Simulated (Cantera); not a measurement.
Feed: 1 mol Si, a varied amount of H2O, 2.5 mol CO, at 1075 °C and 1400000 Pa.

Cantera equilibrium calculation (NASA polynomials, part measured and part estimated; ideal gas, pure solids and liquids). Candidate condensed phases: C, C6H6, C7H8, C8H18, H2O, Si, SiC, SiO2; 123 gas species. The tables hold silica as quartz up to 1696 K and as liquid above; real silica turns to tridymite and cristobalite and melts near 1996 K. Gases not in the tables: Si(OH)4. Equilibrium is a limit: real reactors are often held back by kinetics, nucleation or transport.

Task: At 19 mol H2O, list the 4 most abundant gas species with their mole fractions, and the condensed phases.

Result: H2O 0.712, H2 0.172, CO2 0.0789, CO 0.0373. Condensed: SiO2(β-quartz).
